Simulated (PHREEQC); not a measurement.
Solution (25 °C): 30 mmol/kgw K2CO3, 7.1 mmol/kgw K2SO4 and 0.011 mmol/kgw CO2. Closed to the air; pH follows from the charge balance.

Model: ion-association model, phreeqc.dat, run in PHREEQC.

| quantity | before | after |
|---|---|---|
| pH | 11.16 | 11.04 |
| ionic strength (mol/kgw) | 0.107 | 0.0633 |
| SO4-2 (mol/kgw) | 0.00601 | 0.00629 |
| HCO3- (mol/kgw) | 0.00197 | 0.00142 |
| KSO4- (mol/kgw) | 0.00109 | 0.000808 |

Which change was made?
A. CO2 left out
B. diluted 100-fold with water
C. CO2 from 1.1e-05 to 1.1e-06 mol/kgw
D. K2CO3 replaced by NH4HCO3 at the same molality
E. K2CO3 from 0.03 to 0.015 mol/kgw

E, K2CO3 from 0.03 to 0.015 mol/kgw

No solid was allowed to form.
